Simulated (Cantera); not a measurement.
Source: NASA polynomial tables (part measured, part estimated), evaluated in Cantera. Values are per mole of reaction as written; species without (g) are pure solids or liquids, kept so even where they would boil at 1 bar.

Task: Between 2498 and 2898 K, where is each reaction favourable under standard conditions?
- N2(g) + BF3(g) ⇌ BN + NF3(g)

Result: 
- N2(g) + BF3(g) ⇌ BN + NF3(g): ΔG° is 1149 kJ at 2498 K and 1207 kJ at 2898 K; it stays positive (K < 1). ΔH° is 794 kJ and ΔS° -143 J/K at 2898 K.
